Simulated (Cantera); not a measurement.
Feed: 1 mol TiO2, 570 mol H2, at 1925 K and 900 Torr.

These are equilibrium values from Cantera (NASA tables, ideal gas, pure condensed phases), not measurements of a reactor. Candidate condensed phases: H2O, Ti, TiO, TiO2, Ti2O3, Ti3O5, Ti4O7; 12 gas species. Equilibrium is a limit: real reactors are often held back by kinetics, nucleation or transport.

Base state: H2 0.998, H2O 0.000877, H 0.000872 (mole fractions); condensed: Ti2O3(s).

What changes in the equilibrium state with this change: temperature from 1925 K to 1625 K?


| species | before | after |
|---|---|---|
| H2 | 0.998 | 0.999 |
| H2O | 0.000877 | 0.000702 |
| H | 0.000872 | 6.44e-5 |
| Ti2O3(s), mol | 0.500 | 0.201 |
| Ti3O5(s), mol | 0 | 0.199 |
Mutual solubility and eutectic melting of coexisting phases are not modelled.
